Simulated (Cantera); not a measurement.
An isothermal, constant-pressure homogeneous reactor starts with CH4 : N2 = 1 : 15 (molar parts), at 1950 K and 0.0250 bar.

Detailed kinetics in Cantera: GRI-Mech 3.0 (53 species, 325 reactions). GRI-Mech 3.0 stops at C3 and has no aromatics, soot or wall deposition, so with more carbon than oxygen in the feed, carbon stays in small species such as C2H2 where larger ones or solid carbon would form. Radical loss at walls, strong at low pressure, is not modelled.

x: mole fraction; the columns are a selection and need not sum to one.

```tsv
t (s)	x CH4	x C2H2	x C2H6	x C2H	x CH2	x H	x HCN
1.00e-6	0.0625	<1e-12	<1e-12	<1e-12	<1e-12	4.46e-7	<1e-12
3.59e-6	0.0625	<1e-12	<1e-12	<1e-12	1.77e-12	1.44e-6	<1e-12
1.29e-5	0.0625	<1e-12	1.85e-12	<1e-12	8.05e-11	3.68e-6	<1e-12
4.64e-5	0.0625	3.37e-12	1.29e-10	<1e-12	…	5.49e-6	<1e-12
0.000167	0.0623	1.34e-9	6.03e-9	<1e-12	3.06e-8	5.67e-6	5.95e-12
0.000600	0.0619	3.13e-7	1.50e-7	1.58e-11	3.14e-7	6.70e-6	1.53e-10
0.00216	0.0597	5.72e-5	2.22e-6	8.67e-9	2.86e-6	2.13e-5	7.44e-9
0.00775	0.0391	0.00604	9.15e-6	6.88e-7	1.24e-5	0.000193	9.97e-7
0.0278	0.00923	0.0242	1.17e-6	2.66e-6	7.99e-6	0.000515	1.33e-5
0.100	0.00113	0.0287	4.06e-8	4.86e-6	3.04e-6	0.000927	4.84e-5
0.360	8.63e-5	0.0293	5.06e-10	7.94e-6	6.34e-7	0.00151	0.000115
1.29	…	0.0293	<1e-12	1.08e-5	…	0.00205	0.000164
4.65	4.81e-7	0.0293	<1e-12	1.14e-5	7.33e-9	0.00215	0.000170
16.7	4.83e-7	0.0293	<1e-12	1.14e-5	7.36e-9	0.00215	0.000182
60.0	5.22e-7	0.0293	<1e-12	1.14e-5	7.95e-9	0.00215	0.000225
```

Q: Complete the blanks.

A: 
- 4.64e-5, x CH2: 2.24e-9
- 1.29, x CH4: 2.68e-6
- 1.29, x CH2: 3.69e-8
